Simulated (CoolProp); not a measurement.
R1234yf along the isobar 38.5 bar: fugacity coefficient from the reference equation and from simpler models built on Tc = 367.8 K, pc = 33.84 bar, ω = 0.276; each cubic takes its own stable root.

The numbers come from the reference Helmholtz-energy equation of state, Lemmon 2022 in CoolProp.

```json
[
 {"T (K)": "328.9", "phase": "liquid", "reference": "0.3315", "Soave-Redlich-Kwong": "0.3464", "Peng-Robinson": "0.3329"},
 {"T (K)": "340.5", "phase": "liquid", "reference": "0.4043", "Soave-Redlich-Kwong": "0.4214", "Peng-Robinson": "0.4051"},
 {"T (K)": "352.1", "phase": "liquid", "reference": "0.4819", "Soave-Redlich-Kwong": "0.5000", "Peng-Robinson": "0.4809"},
 {"T (K)": "363.7", "phase": "liquid", "reference": "0.5617", "Soave-Redlich-Kwong": "0.5784", "Peng-Robinson": "0.5566"},
 {"T (K)": "375.2", "phase": "supercritical", "reference": "0.6352", "Soave-Redlich-Kwong": "0.6470", "Peng-Robinson": "0.6229"},
 {"T (K)": "386.8", "phase": "supercritical", "reference": "0.6806", "Soave-Redlich-Kwong": "0.6905", "Peng-Robinson": "0.6653"},
 {"T (K)": "398.4", "phase": "supercritical", "reference": "0.7151", "Soave-Redlich-Kwong": "0.7244", "Peng-Robinson": "0.6987"},
 {"T (K)": "410", "phase": "supercritical", "reference": "0.7442", "Soave-Redlich-Kwong": "0.7533", "Peng-Robinson": "0.7273"}
]
```
